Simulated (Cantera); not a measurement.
An isothermal, constant-pressure homogeneous reactor starts with 56.3 % CH4, 14.7 % CO2, 29.0 % H2, at 1400 K and 90.0 Torr.

Computed with Cantera and GRI-Mech 3.0 (53 species, 325 reactions). GRI-Mech 3.0 stops at C3 and has no aromatics, soot or wall deposition, so with more carbon than oxygen in the feed, carbon stays in small species such as C2H2 where larger ones or solid carbon would form.

**Question.** Predict: x(CH4) at 40.0 s; x(CO2) at 40.0 s; x(H2) at 40.0 s; x(C2H6) at 40.0 s; x(CH3) at 40.0 s.

**Answer.** 
```
Quantity                                            Result
-----------------  ---------------------------------------
x(CH4) at 40.0 s      0.168 (gas-phase equilibrium 0.0538)
x(CO2) at 40.0 s    0.0136 (gas-phase equilibrium 2.83e-8)
x(H2) at 40.0 s        0.501 (gas-phase equilibrium 0.662)
x(C2H6) at 40.0 s  3.23e-5 (gas-phase equilibrium 9.71e-6)
x(CH3) at 40.0 s   4.30e-5 (gas-phase equilibrium 1.87e-5)
```
